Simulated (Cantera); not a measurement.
Cantera with NASA thermochemical tables; ideal gases at 1 bar, condensed phases pure. Values are per mole of reaction as written; species without (g) are pure solids or liquids, kept so even where they would boil at 1 bar.

2 H(g) + 2 F2(g) + Cu2O → 2 CuF2(g) + H2O(g), with ΔH° = -1041.1 kJ and ΔS° = -4.6 J/K at 300 K.

Task: How far is the shortcut ΔG° ≈ ΔH°(300 K) − T·ΔS°(300 K) from the full temperature-dependent value at 1400, 1500, 1600, 1700, 1800, 1900, 2000, 2100, 2200, 2300 K?

Result: 
```
T (K)  shortcut (kJ)  full (kJ)  difference (kJ)  difference in log10 K  condensed phases
-----  -------------  ---------  ---------------  ---------------------  ----------------
1400         -1034.6     -992.9            -41.7                   1.56           Cu2O(s)
1500         -1034.1     -985.9            -48.2                   1.68           Cu2O(s)
1600         -1033.7     -975.1            -58.5                   1.91           Cu2O(l)
1700         -1033.2     -963.3            -70.0                   2.15           Cu2O(l)
1800         -1032.8     -951.1            -81.7                   2.37           Cu2O(l)
1900         -1032.3     -938.6            -93.7                   2.58           Cu2O(l)
2000         -1031.8     -925.9           -106.0                   2.77           Cu2O(l)
2100         -1031.4     -912.9           -118.5                   2.95           Cu2O(l)
2200         -1030.9     -899.7           -131.2                   3.12           Cu2O(l)
2300         -1030.4     -886.2           -144.2                   3.27           Cu2O(l)
```
The shortcut ignores heat capacities and the phase changes listed.
